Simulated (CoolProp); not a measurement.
Vapour-liquid equilibrium of diethyl ether (1) + benzene (2) at 0.0925 MPa; x and y are mole fractions of (1).

The numbers come from the multi-fluid Helmholtz-energy mixture model, Thol 2014 and Thol 2012; pair parameters Bell 2016 in CoolProp.

Give the bubble temperature and the first vapour's composition at x = 0.15, 0.35, 0.55. Is there an azeotrope?

x = 0.15: 65.2 °C, y = 0.417; x = 0.35: 53.6 °C, y = 0.699; x = 0.55: 45.1 °C, y = 0.848. No azeotrope shows between x = 0.05 and 0.95.

The pair parameters rest on a limited set of measurements; away from them the model extrapolates.
